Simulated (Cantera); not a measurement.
Charge: 1 mol H₂O, 8.6 mol H₂, 0.035 mol O₂, equilibrated at 2698 K and 10.0 mbar.

Equilibrium computed with Cantera from the NASA thermochemical tables; the gas is ideal and each condensed phase is pure. Candidate condensed phases: H₂O; 9 gas species. Rates play no part.

Base state: H₂ 0.510, H 0.403, H₂O 0.0666, OH 0.0134, O 0.00676, O₂ 0.000357 (mole fractions); condensed: gas only.

### Question
What changes in the equilibrium state with this change: temperature from 2698 K to 550 K?

### Answer
```tsv
species	before	after
H₂	0.510	0.889
H₂O	0.0666	0.111
H	0.403	<1e-9
OH	0.0134	<1e-9
O	0.00676	<1e-9
O₂	0.000357	<1e-9
```
